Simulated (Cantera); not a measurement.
Charge: 1 mol Si2H6, 0.15 mol CO2, 50 mol N2, 4 mol NO, equilibrated at 723.15 K and 0.000100 bar.

Method: chemical equilibrium by Gibbs-energy minimisation in Cantera with the NASA 1993 tables (ideal gas, pure condensed phases). Candidate condensed phases: C, C6H6, C7H8, C8H18, H2O, Si, SiC, SiO2, Si2N2O, Si3N4; 151 gas species. The feed counts by its element totals alone. The numbers say what is thermodynamically allowed, not how fast it happens.

Base state: N2 0.943, H2 0.0523, H2O 0.00208, CO 0.00208, CO2 0.000635 (mole fractions); condensed: SiO2(α-quartz).

Task: What changes in the equilibrium state with this change: NO from 4 to 13 mol?

Result: 
```
species                before    after
-------------------  --------  -------
N2                      0.943    0.902
H2O                   0.00208   0.0479
O2                      <1e-9   0.0479
H2                     0.0523    <1e-9
CO                    0.00208    <1e-9
CO2                  0.000635  0.00239
SiO2(α-quartz), mol      2.00     2.00
```
